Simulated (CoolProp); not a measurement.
Propylene along the isotherm 291 K: Z from the reference equation and from simpler models built on Tc = 364.2 K, pc = 45.55 bar, ω = 0.146; each cubic takes its own stable root.

The numbers come from the reference Helmholtz-energy equation of state, Lemmon 2013 in CoolProp.

```csv
p (bar),phase,reference
2.53,gas,0.9603
5.06,gas,0.9173
7.59,gas,0.8698
10.1,liquid,0.03388
12.7,liquid,0.04254
15.2,liquid,0.05084
17.7,liquid,0.05912
20.2,liquid,0.06738
22.8,liquid,0.07594
```

### Question
How far does each simpler model (van der Waals, Redlich-Kwong) lie from the reference over these 9 states: mean and median of the absolute difference, and the worst?

### Answer
- van der Waals: mean 664.7 %, median 58.7 %, worst +2478.5 % at 291 K and 10.1 bar
- Redlich-Kwong: mean 270.2 %, median 11.7 %, worst +2369.3 % at 291 K and 10.1 bar

At some of these states van der Waals, Redlich-Kwong gives the other phase, because its saturation line lies elsewhere.
